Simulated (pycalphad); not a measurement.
CALPHAD calculation (pycalphad, COST 507 light-alloy database (1999)), 1 atm. The database dates from 1999; later assessments differ in places, in temperatures and in the compounds included. Diffusion is slow at the low end, where real alloys seldom reach equilibrium.

Problem. How does the equilibrium phase assembly of Si-10.3Fe (wt.%) change on cooling from 1977 °C to 252 °C?

Solution. 
```tsv
T (°C)	phases above	phases below
1390.7	liquid	diamond (Si) + liquid
1205.2	diamond (Si) + liquid	diamond (Si) + FESI2_H
959.8	diamond (Si) + FESI2_H	diamond (Si) + FESI2_L
```
Changes were sought between steps of 75 K, so a narrower field can be missed.

Database names, with the compositions (at.%) that they take in these runs: FESI2_H: Si 70 Fe 30; FESI2_L: Si 67 Fe 33.
